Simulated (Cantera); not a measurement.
Feed: 1 mol CCl4, 0.082 mol F2, held at 1.33 mbar.

Cantera equilibrium calculation (NASA polynomials, part measured and part estimated; ideal gas, pure solids and liquids). Candidate condensed phases: C; 27 gas species. The tables' values for CCl are old estimates; treat these amounts as uncertain. The numbers say what is thermodynamically allowed, not how fast it happens. All values below are at 2973 K.

Base state: Cl 0.876, C3 0.0587, F 0.0334, C 0.0204, C2 0.00853, CF 0.00253, C5 0.000477, C4 0.000127 (mole fractions); condensed: gas only.

What changes in the equilibrium state with this change: 0.0086 mol HCl added?


| species | before | after |
|---|---|---|
| Cl | 0.876 | 0.875 |
| C3 | 0.0587 | 0.0585 |
| F | 0.0334 | 0.0328 |
| H | 0 | 0.00131 |
| C | 0.0204 | 0.0204 |
| HF | 0 | 0.000460 |
| HCl | 0 | 0.000106 |
| CF | 0.00253 | 0.00249 |
| C5 | 0.000477 | 0.000475 |
Further candidate phases: C6H6, C7H8, C8H18.
